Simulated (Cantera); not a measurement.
Fluorocarbon and chlorocarbon gases: CHF3 + F2

A closed system holds: 1 mol CHF3, 0.56 mol F2, equilibrated at 4.40 Pa.

These are equilibrium values from Cantera (NASA tables, ideal gas, pure condensed phases), not measurements of a reactor. Candidate condensed phases: C, C6H6, C7H8, C8H18; 110 gas species. Ions and electrons are included (thermal ionisation). The numbers say what is thermodynamically allowed, not how fast it happens.

From 2727 °C to 4727 °C nothing is condensed. The main C-bearing gas is C throughout.

```
T (°C)    x F    x H    x C      x HF      x C3
------  -----  -----  -----  --------  --------
2727    0.678  0.145  0.123    0.0281   0.00861
2977    0.673  0.160  0.158   0.00489  0.000295
3227    0.673  0.163  0.162   0.00103   9.24e-6
3477    0.673  0.163  0.163  0.000261   4.33e-7
3727    0.673  0.163  0.163   7.86e-5   2.94e-8
3977    0.673  0.163  0.163   2.72e-5   2.72e-9
4227    0.673  0.163  0.163   1.05e-5  3.26e-10
4477    0.672  0.163  0.161   4.51e-6  4.83e-11
4727    0.671  0.163  0.159   2.09e-6  8.48e-12
```
x: gas mole fraction; nothing condenses.
